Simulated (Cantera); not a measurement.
Cantera run, input and output.

```python
import numpy as np
import cantera as ct

gas = ct.Solution("gri30.yaml")
gas.TPX = 1048, 23000, {'N2O': 1, 'N2': 4.7}
reactor = ct.IdealGasConstPressureReactor(gas, energy="off", clone=False)
net = ct.ReactorNet([reactor])
net.rtol, net.atol = 1e-08, 1e-18
show = ['N2O', 'NO', 'NO2', 'O', 'N2']
times = np.geomspace(8e-06, 100, 9)

steps = ct.SolutionArray(gas, extra=["t"])
rows = []
print(f"{'t/s':>10s}{'T/K':>9s}{'P/Pa':>11s}" + "".join(f"{s:>11s}" for s in show))
for t in times:
    while net.time < t:
        t_next = net.step()
        steps.append(gas.state, t=t_next)
    rows.append([np.interp(t, steps.t, y) for y in (steps.T, steps.P, *steps(*show).X.T)])
    print(f"{t:10.3e}{rows[-1][0]:9.1f}{rows[-1][1]:11.4g}" + "".join(f"{x:11.3e}" for x in rows[-1][2:]))
rate = np.gradient(steps.T, steps.t)
print("integrator steps:", len(steps.t))
if steps.T.max() > steps.T[0] + 200:
    print(f"time of steepest temperature rise: {steps.t[rate.argmax()]:.4e} s")
gas.TPX = 1048, 23000, {'N2O': 1, 'N2': 4.7}
gas.equilibrate("TP")
print(f"equilibrium (TP): T = {gas.T:.1f} K  " + "  ".join(f"{s} {gas[s].X[0]:.3e}" for s in show))
```

It prints:

```
       t/s      T/K       P/Pa        N2O         NO        NO2          O         N2
 8.000e-06   1048.0    2.3e+04  1.754e-01  5.695e-12  1.690e-21  3.532e-09  8.246e-01
 6.169e-05   1048.0    2.3e+04  1.754e-01  3.162e-10  5.141e-18  2.464e-08  8.246e-01
 4.757e-04   1048.0    2.3e+04  1.754e-01  1.204e-08  7.383e-15  9.844e-08  8.246e-01
 3.668e-03   1048.0    2.3e+04  1.754e-01  1.601e-07  1.303e-12  1.177e-07  8.246e-01
 2.828e-02   1048.0    2.3e+04  1.754e-01  1.317e-06  8.747e-11  1.177e-07  8.246e-01
 2.181e-01   1048.0    2.3e+04  1.752e-01  1.023e-05  4.846e-09  1.176e-07  8.247e-01
 1.682e+00   1048.0    2.3e+04  1.738e-01  7.842e-05  1.678e-07  1.175e-07  8.254e-01
 1.297e+01   1048.0    2.3e+04  1.633e-01  5.810e-04  1.933e-06  1.162e-07  8.308e-01
 1.000e+02   1048.0    2.3e+04  1.031e-01  3.387e-03  1.190e-05  1.048e-07  8.619e-01
integrator steps: 673
equilibrium (TP): T = 1048.0 K  N2O 1.417e-09  NO 3.484e-05  NO2 4.036e-07  O 3.771e-10  N2 9.193e-01
```

Detailed kinetics in Cantera: GRI-Mech 3.0 (53 species, 325 reactions). GRI-Mech 3.0 was tuned for natural gas; its chemistry of N2O as a main component is partial and can be far from experiment. The mechanism lacks the step 2 NO + O2 → 2 NO2, which can matter for NO2 below about 1400 K. The temperature is held fixed by assumption; the heat of reaction is taken as removed at once.
